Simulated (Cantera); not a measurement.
An adiabatic, constant-volume homogeneous reactor starts with CH4 : CO : O2 : N2 : CO2 = 1 : 0.61 : 1.05 : 3.94 : 0.59 (molar parts), equivalence ratio 2.2, at 1350 K and 120000 Pa.

Computed with Cantera and GRI-Mech 3.0 (53 species, 325 reactions).

Q: Predict: time of steepest temperature rise; temperature at 2.00 s; equilibrium temperature; x(CO) at 2.00 s; x(O2) at 2.00 s; x(NO2) at 2.00 s; x(HCO) at 2.00 s.

A: 
```
Property                                                             Value
---------------------------------  ---------------------------------------
time of steepest temperature rise                                  11.8 ms
temperature at 2.00 s                                               2505 K
equilibrium temperature                                             2505 K
x(CO) at 2.00 s                        0.214 (gas-phase equilibrium 0.214)
x(O2) at 2.00 s                    3.88e-5 (gas-phase equilibrium 3.88e-5)
x(NO2) at 2.00 s                   4.73e-9 (gas-phase equilibrium 4.73e-9)
x(HCO) at 2.00 s                   3.77e-7 (gas-phase equilibrium 3.77e-7)
```
